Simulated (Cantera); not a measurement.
Feed: 1 mol CH3SiCl3, 0.43 mol CH4, 310 mol H2, held at 1850 °C and 0.0580 bar.

These are equilibrium values from Cantera (NASA tables, ideal gas, pure condensed phases), not measurements of a reactor. The feed counts by its element totals alone. The tables' values for SiCl are old estimates; treat these amounts as uncertain. Gases not in the tables: Si2H6 and higher silanes. Kinetics and transport are ignored.

```
species             before     after
----------------  --------  --------
H2                   0.974     0.990
HCl                0.00933   0.00954
H                   0.0147  0.000597
C2H2 (acetylene)  0.000887   7.13e-5
SiCl2              2.12e-5   4.85e-6
Si2C               1.49e-5     <1e-9
SiC2               1.30e-5   1.29e-9
Si                0.000333   1.66e-7
SiH                4.10e-5   6.20e-8
SiCl               1.29e-5   6.31e-8
SiH2               2.27e-5   2.03e-7
SiC(s), mol          0.850     0.998
C(graphite), mol         0     0.367
```
Gas species are given as mole fractions.

Which change was made?
A) H2 from 310 to 30 mol
B) temperature from 1850 °C to 875 °C
C) temperature from 1850 °C to 1425 °C
D) pressure from 0.0580 bar to 0.0130 bar

C, temperature from 1850 °C to 1425 °C
